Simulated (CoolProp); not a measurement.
Vapour-liquid equilibrium of C2F6 (R116) (1) + propane (2) at 3.43 bar; x and y are mole fractions of (1).

The numbers come from the multi-fluid Helmholtz-energy mixture model, Lemmon 2006 and Lemmon 2009; pair parameters Bell 2016 in CoolProp.

```json
[
 {"x": "0.05", "bubble temperature (°C)": "-29.2", "y at the bubble point": "0.493", "dew temperature at overall composition x (°C)": "-11.8", "liquid density (mol/L)": "…"},
 {"x": "0.125", "bubble temperature (°C)": "-41.8", "y at the bubble point": "0.707", "dew temperature at overall composition x (°C)": "-14.3", "liquid density (mol/L)": "12.69"},
 {"x": "0.2", "bubble temperature (°C)": "-46.3", "y at the bubble point": "0.767", "dew temperature at overall composition x (°C)": "-16.9", "liquid density (mol/L)": "12.54"},
 {"x": "0.275", "bubble temperature (°C)": "-47.9", "y at the bubble point": "0.787", "dew temperature at overall composition x (°C)": "-19.7", "liquid density (mol/L)": "12.33"},
 {"x": "0.35", "bubble temperature (°C)": "-48.5", "y at the bubble point": "…", "dew temperature at overall composition x (°C)": "-22.7", "liquid density (mol/L)": "12.10"},
 {"x": "0.425", "bubble temperature (°C)": "-48.9", "y at the bubble point": "0.800", "dew temperature at overall composition x (°C)": "-25.9", "liquid density (mol/L)": "11.87"},
 {"x": "0.5", "bubble temperature (°C)": "-49.1", "y at the bubble point": "0.805", "dew temperature at overall composition x (°C)": "-29.5", "liquid density (mol/L)": "…"},
 {"x": "0.575", "bubble temperature (°C)": "-49.5", "y at the bubble point": "0.812", "dew temperature at overall composition x (°C)": "-33.5", "liquid density (mol/L)": "11.47"},
 {"x": "0.65", "bubble temperature (°C)": "-49.9", "y at the bubble point": "0.824", "dew temperature at overall composition x (°C)": "-37.9", "liquid density (mol/L)": "11.30"},
 {"x": "0.725", "bubble temperature (°C)": "-50.5", "y at the bubble point": "0.842", "dew temperature at overall composition x (°C)": "-43.1", "liquid density (mol/L)": "11.15"},
 {"x": "0.8", "bubble temperature (°C)": "-51.0", "y at the bubble point": "0.868", "dew temperature at overall composition x (°C)": "-48.9", "liquid density (mol/L)": "11.01"},
 {"x": "0.875", "bubble temperature (°C)": "-51.5", "y at the bubble point": "0.905", "dew temperature at overall composition x (°C)": "-51.1", "liquid density (mol/L)": "10.90"},
 {"x": "0.95", "bubble temperature (°C)": "-51.8", "y at the bubble point": "0.956", "dew temperature at overall composition x (°C)": "-51.8", "liquid density (mol/L)": "10.80"}
]
```

Problem. What belongs in the gaps?

Solution. 
- 0.05, liquid density (mol/L): 12.63
- 0.35, y at the bubble point: 0.795
- 0.5, liquid density (mol/L): 11.66

No azeotrope shows between x = 0.05 and 0.95.

The pair parameters rest on a limited set of measurements; away from them the model extrapolates. With so large a gap from Raoult's law the liquid may split in two, which this calculation doesn't test in full.
